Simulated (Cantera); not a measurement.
Input: 1 mol B₂O₃, 3 mol H₂, at 133 Pa.

Equilibrium computed with Cantera from the NASA thermochemical tables; the gas is ideal and each condensed phase is pure. Candidate condensed phases: B, B₂O₃, B₃O₃H₃, H₂O; 23 gas species. Kinetics and transport are ignored. All values below are at 1898 K.

Base state: H₂ 0.654, B₂O₃ 0.154, HBO₂ 0.0870, HBO 0.0501, BO 0.0213, H 0.0173, B₂O₂ 0.0123, H₂O 0.00434 (mole fractions); condensed: gas only.

What changes in the equilibrium state with this change: H₂ from 3 to 31 mol?


```
species    before    after
-------  --------  -------
H₂          0.654    0.923
H          0.0173   0.0206
HBO₂       0.0870   0.0187
B₂O₃        0.154  0.00830
B₂O₂       0.0123  0.00109
BO         0.0213  0.00634
HBO        0.0501   0.0177
BO₂      0.000228  4.14e-5
H₂O       0.00434  0.00373
```
